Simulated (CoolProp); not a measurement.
Vapour-liquid equilibrium of diethyl ether (1) + benzene (2) at 399.5 K; x and y are mole fractions of (1).

Model: multi-fluid Helmholtz-energy mixture model, Thol 2014 and Thol 2012; pair parameters Bell 2016, in CoolProp.

```csv
x,bubble pressure (MPa),y at the bubble point,dew pressure at overall composition x (MPa),liquid density (mol/L)
0.05,0.3853,0.132,0.3616,9.627
0.2,0.4960,…,0.4074,9.343
0.35,0.6083,0.597,0.4661,…
0.5,0.7236,0.728,…,8.755
0.65,0.8429,0.829,0.6507,8.443
0.8,0.9676,0.910,0.8052,8.113
0.95,1.100,0.979,…,7.757
```

Q: What belongs in the gaps?

A: 
- 0.2, y at the bubble point: 0.413
- 0.35, liquid density (mol/L): 9.053
- 0.5, dew pressure at overall composition x (MPa): 0.5438
- 0.95, dew pressure at overall composition x (MPa): 1.041

No azeotrope shows between x = 0.05 and 0.95.

The pair parameters rest on a limited set of measurements; away from them the model extrapolates.
